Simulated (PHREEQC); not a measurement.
Solution (41 °C): 0.21 mol/kgw ZnSO4. Closed to the air; pH follows from the charge balance.

Model: ion-association model, wateq4f.dat, run in PHREEQC.

Precipitation was switched off in this run.

**Question.** Order these Zn species by the share of Zn that they hold, largest first: Zn+2, ZnSO4, Zn(SO4)2-2.

**Answer.** Zn+2 (45 %), ZnSO4 (39 %), Zn(SO4)2-2 (16 %)

The pH is 5.27 and the ionic strength 0.380 mol/kgw. Away from 25 °C the constants follow the database's enthalpies or fits; those with neither stay at their 25 °C values.
